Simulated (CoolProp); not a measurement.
A single-stage vapour-compression cycle with R142b: evaporating at 251.15 K (dew point), condensing at 312.15 K (bubble point), superheat 10 K, subcooling 5 K, compressor efficiency 0.65, no pressure losses. Each further row changes one setting.

Model: reference Helmholtz-energy equation of state, Lemmon 2006, in CoolProp. It is a short technical equation, of lower accuracy than the large ones.

```csv
case,cooling COP,pressure ratio,discharge temperature (K),refrigerating effect (kJ/kg),volumetric capacity (kJ/m³)
as stated,?,8.73,358.1,167,462
evaporating temperature 256.15 K,?,?,353.7,?,?
condensing temperature 307.15 K,2.43,7.58,351.6,174,480
subcooling 10 K,?,8.73,358.1,174,480
superheat 20 K,?,8.73,369.4,?,464
compressor efficiency 0.55,1.84,8.73,372.2,167,462
```

Some entries are withheld; supply them.


- as stated, cooling COP: 2.17
- evaporating temperature 256.15 K, cooling COP: 2.46
- evaporating temperature 256.15 K, pressure ratio: 6.99
- evaporating temperature 256.15 K, refrigerating effect (kJ/kg): 171
- evaporating temperature 256.15 K, volumetric capacity (kJ/m³): 580
- subcooling 10 K, cooling COP: 2.26
- superheat 20 K, cooling COP: 2.18
- superheat 20 K, refrigerating effect (kJ/kg): 175
